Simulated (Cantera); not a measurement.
A freely propagating, adiabatic, planar premixed flame of H₂ : O₂ : N₂ = 1 : 0.333 : 1.25 (molar parts), equivalence ratio 1.5, unburnt at 475 K and 0.207 atm; mixture-averaged transport, grid criteria slope 0.08 and curve 0.16, no radiation.

Detailed kinetics in Cantera: the H2/O2 subset of GRI-Mech 3.0, which has no nitrogen chemistry. Burning velocities carry a grid error of a few per cent, more on coarse grids.

### Question
How do the results move with these cheaper or finer settings: unity-Lewis-number transport; multicomponent transport; multicomponent+Soret transport; grid criteria slope 0.5, curve 1; grid criteria slope 0.25, curve 0.5; grid criteria slope 0.03, curve 0.06?

### Answer
| setting | laminar burning velocity | thermal thickness | peak x(O) | peak x(H) | grid points |
|---|---|---|---|---|---|
| as above | 506 cm/s | 3.19 mm | 0.00788 | 0.112 | 145 |
| unity-Lewis-number transport | 306 cm/s | 2.54 mm | 0.00676 | 0.115 | 132 |
| multicomponent transport | 493 cm/s | 3.19 mm | 0.00777 | 0.112 | 146 |
| multicomponent+Soret transport | 473 cm/s | 3.13 mm | 0.00773 | 0.110 | 145 |
| grid criteria slope 0.5, curve 1 | 617 cm/s | 4.54 mm | 0.00791 | 0.116 | 44 |
| grid criteria slope 0.25, curve 0.5 | 531 cm/s | 3.56 mm | 0.00751 | 0.113 | 76 |
| grid criteria slope 0.03, curve 0.06 | 499 cm/s | 3.10 mm | 0.00796 | 0.112 | 318 |
The base run took roughly 1.7 core-seconds.
Unity Lewis numbers drop preferential diffusion, which matters most where H2 and H carry the flame; Soret adds thermal diffusion.
